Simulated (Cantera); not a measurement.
# Equilibrium for carbothermic reduction: Fe2O3 + CH4 + H2

Feed: 1 mol Fe2O3, 5.2 mol CH4, 1.8 mol H2, equilibrated at 1300 K.

Cantera equilibrium calculation (NASA polynomials, part measured and part estimated; ideal gas, pure solids and liquids). Candidate condensed phases: C, C6H6, C7H8, C8H18, Fe, Fe(CO)5, FeO, Fe(OH)2, Fe(OH)3, Fe2O3, Fe3O4, H2O; 114 gas species. Condensed phases not in the tables: cementite and carbon dissolved in iron. The numbers say what is thermodynamically allowed, not how fast it happens.

```csv
P (Pa),x H2,x CO,x CH4,x H2O,x CO2,x H,x Fe,n C(graphite),n Fe(γ)
10,0.803,0.197,5.06e-7,1.44e-7,2.01e-8,9.91e-5,1.09e-5,2.20,2.00
52,0.803,0.197,2.63e-6,7.51e-7,1.05e-7,4.35e-5,2.10e-6,2.20,2.00
270,0.803,0.197,1.37e-5,3.90e-6,5.44e-7,1.91e-5,4.04e-7,2.20,2.00
1400,0.803,0.197,7.09e-5,2.02e-5,2.82e-6,8.38e-6,7.80e-8,2.20,2.00
7200,0.802,0.197,0.000364,0.000104,1.45e-5,3.69e-6,1.52e-8,2.20,2.00
37000,0.800,0.197,0.00186,0.000532,7.44e-5,1.63e-6,2.95e-9,2.18,2.00
190000,0.791,0.196,0.00935,0.00269,0.000379,7.14e-7,5.75e-10,2.11,2.00
1000000,0.749,0.192,0.0441,0.0131,0.00191,3.03e-7,1.09e-10,1.78,2.00
```
x: gas mole fraction; n: condensed amount in mol.

From 10.0 Pa to 10.0 bar the condensed part is C(graphite) + Fe(γ).
